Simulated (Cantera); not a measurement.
A Cantera script and what it prints.

```python
import numpy as np
import cantera as ct

gas_names = [...]  # 92 gases of nasa_gas.yaml made of C, H, N
cond_names = """
    C(gr) C6H6(L) C7H8(L) C8H18(L),n-octa
""".split()


# ... load() reads the species with a 1 bar reference pressure and builds the phases ...
atoms = {
    'n-butane': {'C': 4, 'H': 10},
    'NH3': {'N': 1, 'H': 3},
    'N2': {'N': 2},
}
top_T = {'C(gr)': 4500}  # K; cautious upper limits of use, not melting points


# ... equilibrate(T, P, feed) seeds the gas with the atoms and calls Mixture.equilibrate('TP', solver="vcs", rtol=1e-11, max_steps=5000) ...
results = []
feed = {'n-butane': 1, 'NH3': 0.017, 'N2': 0.29}  # mol
P = 2200  # Pa
for T in [1148, 1248, 1348, 1448, 1548, 1648, 1748, 1848, 1948, 2048, 2148, 2248, 2348]:
    mix = equilibrate(T, P, feed)
    results.append((T, P, feed, dict(zip(mix.species_names, mix.species_moles))))

top = {s: max(r[3][s] / sum(r[3][g] for g in gas_names) for r in results) for s in gas_names}
cols = sorted((s for s in top if top[s] > 1e-05), key=lambda s: -top[s])[:6]
seen = [c for c in cond_names if any(r[3].get(c, 0) > 1e-12 for r in results)]
print("log10 of partial pressures in bar; condensed amounts in mol")
print(f"{'T/K':>10s}" + "".join(f"{s[:9]:>10s}" for s in cols + seen))
for T, P, feed, n in results:
    ng = sum(n[g] for g in gas_names)
    print(f"{T:10.4g}" + "".join(f"{np.log10(max(n[s] / ng * P / 1e5, 1e-99)):10.3f}" for s in cols)
          + "".join(f"{n.get(c, 0):10.4g}" for c in seen))
```

Result:

```
log10 of partial pressures in bar; condensed amounts in mol
       T/K        H2         H        N2       HCN C2H2,acet       HNC     C(gr)
      1148    -1.683    -7.986    -2.909    -6.685    -9.113    -9.107     3.997
      1248    -1.683    -7.172    -2.909    -6.202    -8.297    -8.401     3.999
      1348    -1.683    -6.477    -2.909    -5.791    -7.603    -7.802     3.999
      1448    -1.683    -5.877    -2.910    -5.437    -7.006    -7.286     3.999
      1548    -1.683    -5.353    -2.910    -5.130    -6.487    -6.837     3.998
      1648    -1.683    -4.892    -2.911    -4.861    -6.032    -6.444     3.996
      1748    -1.684    -4.483    -2.914    -4.624    -5.631    -6.097     3.993
      1848    -1.685    -4.118    -2.917    -4.414    -5.274    -5.789     3.988
      1948    -1.687    -3.790    -2.922    -4.227    -4.955    -5.514     3.979
      2048    -1.691    -3.495    -2.929    -4.061    -4.670    -5.269     3.967
      2148    -1.697    -3.229    -2.939    -3.914    -4.415    -5.051     3.949
      2248    -1.707    -2.988    -2.953    -3.785    -4.187    -4.857     3.923
      2348    -1.724    -2.770    -2.971    -3.673    -3.986    -4.686     3.889
```

Method: chemical equilibrium by Gibbs-energy minimisation in Cantera with the NASA 1993 tables (ideal gas, pure condensed phases).
